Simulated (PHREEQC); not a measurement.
Make-up at 20 °C: 0.001 mol Al(NO3)3 per kg of water. Closed to the air; pH follows from the charge balance.

Equilibrium calculation in PHREEQC: ion-association model, wateq4f.dat.

This is a speciation only: nothing precipitates in the calculation.

Task: Order these Al species by the share of Al that they hold, largest first: AlOH+2, Al(OH)2+, Al+3.

Result: Al+3 (93 %), AlOH+2 (6.8 %), Al(OH)2+ (0.38 %)

The pH is 4.16 and the ionic strength 0.00585 mol/kgw. Saturation is exceeded, for instance for Gibbsite (slow to form), Boehmite (slow to form); the values hold only as long as no solid forms.
